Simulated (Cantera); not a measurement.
A perfectly stirred reactor is fed with 4.32 % CH4, 18.8 % O2, 70.4 % N2, 6.48 % H2O, equivalence ratio 0.46, at 7.70 bar; it is adiabatic with a 700 K inlet, and is followed from long to short residence time, starting on the burning branch (τ in s: 0.046, 0.018, 0.0068, 0.0026, 0.00098, 0.00037, 0.00014, 5.5e-05, 2.1e-05, 7.9e-06, 3e-06).

Cantera simulation using GRI-Mech 3.0 (53 species, 325 reactions); the numbers are that mechanism's predictions, not measurements.

Problem. Predict: blow-out, bracketed by the residence times tried; x(CH4) at τ = 46.0 ms; x(O2) at τ = 46.0 ms; x(H2O) at τ = 46.0 ms; x(N2O) at τ = 46.0 ms; x(C2H6) at τ = 46.0 ms; x(CH4) at τ = 0.370 ms; x(O2) at τ = 0.370 ms; x(H2O) at τ = 0.370 ms.

Solution. 
```json
{
 "blow_out_bracketed_by_the_residence_times_tried": "burning at 0.980 ms, out at 0.370 ms",
 "x(CH4) at τ = 46.0 ms": "1.54e-5",
 "x(O2) at τ = 46.0 ms": "0.102",
 "x(H2O) at τ = 46.0 ms": "0.151",
 "x(N2O) at τ = 46.0 ms": "5.75e-7",
 "x(C2H6) at τ = 46.0 ms": "4.22e-9",
 "x(CH4) at τ = 0.370 ms": "0.0432",
 "x(O2) at τ = 0.370 ms": "0.188",
 "x(H2O) at τ = 0.370 ms": "0.0648"
}
```
